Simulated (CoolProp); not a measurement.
The numbers come from the reference Helmholtz-energy equation of state, Thol 2015 in CoolProp.

Task: For octamethylcyclotetrasiloxane (D4), give the phase and the Z, speed of sound (m/s), isothermal compressibility (1/MPa), expansivity (1/kK) at 341.9 K and 1.41 MPa.

Result: 
- 341.9 K and 1.41 MPa: liquid; Z 0.163, speed of sound 785, isothermal compressibility 0.00215, expansivity 1.27
